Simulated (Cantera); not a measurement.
## Silicon epitaxy and polysilicon growth: Si3H8 + HCl + N2

A closed system holds: 1 mol Si3H8, 0.46 mol HCl, 11 mol N2, at 1.00 Torr.

Cantera equilibrium calculation (NASA polynomials, part measured and part estimated; ideal gas, pure solids and liquids). Candidate condensed phases: NH4Cl, Si, Si3N4; 28 gas species. The feed counts by its element totals alone. N2 is the only nitrogen source here; it is nearly inert below about 1500 K, so the nitride shown seldom forms there in practice. The tables' values for SiCl, SiN are old estimates; treat these amounts as uncertain. Equilibrium is a limit: real reactors are often held back by kinetics, nucleation or transport.

```
T (K)  log p N2  log p H2  log p HCl  log p SiCl2  log p H  log p Si  log p Cl  n Si3N4(s)  n Si(l)
-----  --------  --------  ---------  -----------  -------  --------  --------  ----------  -------
1250      -3.05     -3.40      -4.34        -7.45    -8.02    -13.65     -9.02       1.000        0
1300      -3.05     -3.40      -4.34        -7.03    -7.66    -12.53     -8.67       1.000        0
1350      -3.05     -3.40      -4.35        -6.64    -7.32    -11.50     -8.35       0.999        0
1400      -3.05     -3.40      -4.35        -6.29    -7.01    -10.55     -8.05       0.998        0
1450      -3.05     -3.40      -4.36        -5.98    -6.72     -9.66     -7.78       0.996        0
1500      -3.05     -3.40      -4.38        -5.71    -6.45     -8.83     -7.53       0.993        0
1550      -3.05     -3.40      -4.41        -5.48    -6.20     -8.05     -7.31       0.989        0
1600      -3.05     -3.40      -4.46        -5.29    -5.96     -7.33     -7.12       0.982        0
1650      -3.05     -3.40      -4.51        -5.15    -5.74     -6.65     -6.96       0.975        0
1700      -3.02     -3.46      -4.59        -5.17    -5.56     -6.17     -6.80           0     2.91
1750      -3.02     -3.46      -4.58        -5.19    -5.36     -5.82     -6.60           0     2.90
```
log p: log10 of the partial pressure in bar; n: condensed amount in mol.

From 1250 K to 1650 K the condensed part is Si3N4(s). From 1700 K to 1750 K the condensed part is Si(l). The main Si-bearing gas is SiCl2 throughout.
